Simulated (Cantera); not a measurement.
Input (Python, Cantera):

```python
import numpy as np
import cantera as ct

gas = ct.Solution("gri30.yaml")
gas.TPX = 2000, 101325, {'C2H6': 1, 'N2': 55}
reactor = ct.IdealGasConstPressureReactor(gas, energy="off", clone=False)
net = ct.ReactorNet([reactor])
net.rtol, net.atol = 1e-08, 1e-18
show = ['C2H6', 'CH4', 'CH2', 'C2H', 'C2H4', 'H']
times = np.geomspace(2e-06, 80, 13)

steps = ct.SolutionArray(gas, extra=["t"])
rows = []
print(f"{'t/s':>10s}{'T/K':>9s}{'P/Pa':>11s}" + "".join(f"{s:>11s}" for s in show))
for t in times:
    while net.time < t:
        t_next = net.step()
        steps.append(gas.state, t=t_next)
    rows.append([np.interp(t, steps.t, y) for y in (steps.T, steps.P, *steps(*show).X.T)])
    print(f"{t:10.3e}{rows[-1][0]:9.1f}{rows[-1][1]:11.4g}" + "".join(f"{x:11.3e}" for x in rows[-1][2:]))
rate = np.gradient(steps.T, steps.t)
print("integrator steps:", len(steps.t))
if steps.T.max() > steps.T[0] + 200:
    print(f"time of steepest temperature rise: {steps.t[rate.argmax()]:.4e} s")
gas.TPX = 2000, 101325, {'C2H6': 1, 'N2': 55}
gas.equilibrate("TP")
print(f"equilibrium (TP): T = {gas.T:.1f} K  " + "  ".join(f"{s} {gas[s].X[0]:.3e}" for s in show))
```

Result:

```
       t/s      T/K       P/Pa       C2H6        CH4        CH2        C2H       C2H4          H
 2.000e-06   2000.0  1.013e+05  1.157e-02  3.024e-04  4.607e-05  4.403e-09  8.629e-04  4.262e-04
 8.601e-06   2000.0  1.013e+05  1.223e-03  2.667e-03  1.170e-04  7.451e-06  6.577e-03  1.429e-03
 3.699e-05   2000.0  1.013e+05  2.149e-05  3.309e-03  2.595e-05  6.476e-06  1.525e-03  6.828e-04
 1.591e-04   2000.0  1.013e+05  2.948e-06  2.668e-03  5.377e-06  3.009e-06  1.336e-04  3.089e-04
 6.840e-04   2000.0  1.013e+05  8.475e-07  1.762e-03  2.464e-06  2.436e-06  3.206e-05  2.537e-04
 2.941e-03   2000.0  1.013e+05  1.380e-07  6.767e-04  1.126e-06  2.628e-06  8.245e-06  2.783e-04
 1.265e-02   2000.0  1.013e+05  8.605e-09  1.626e-04  3.049e-07  2.765e-06  4.218e-06  2.951e-04
 5.440e-02   2000.0  1.013e+05  3.527e-10  3.189e-05  6.196e-08  2.805e-06  3.994e-06  3.001e-04
 2.339e-01   2000.0  1.013e+05  3.676e-11  8.086e-06  1.587e-08  2.812e-06  3.988e-06  3.012e-04
 1.006e+00   2000.0  1.013e+05  3.421e-11  7.601e-06  1.493e-08  2.808e-06  3.983e-06  3.013e-04
 4.326e+00   2000.0  1.013e+05  3.748e-11  8.234e-06  1.617e-08  2.792e-06  3.961e-06  3.013e-04
 1.860e+01   2000.0  1.013e+05  4.414e-11  9.412e-06  1.850e-08  2.737e-06  3.883e-06  3.013e-04
 8.000e+01   2000.0  1.013e+05  5.024e-11  1.045e-05  2.056e-08  2.583e-06  3.664e-06  3.014e-04
integrator steps: 1571
equilibrium (TP): T = 2000.0 K  C2H6 8.539e-12  CH4 4.483e-06  CH2 8.822e-09  C2H 3.424e-07  C2H4 4.860e-07  H 3.015e-04
```

Computed with Cantera and GRI-Mech 3.0 (53 species, 325 reactions). GRI-Mech 3.0 stops at C3 and has no aromatics, soot or wall deposition, so with more carbon than oxygen in the feed, carbon stays in small species such as C2H2 where larger ones or solid carbon would form.
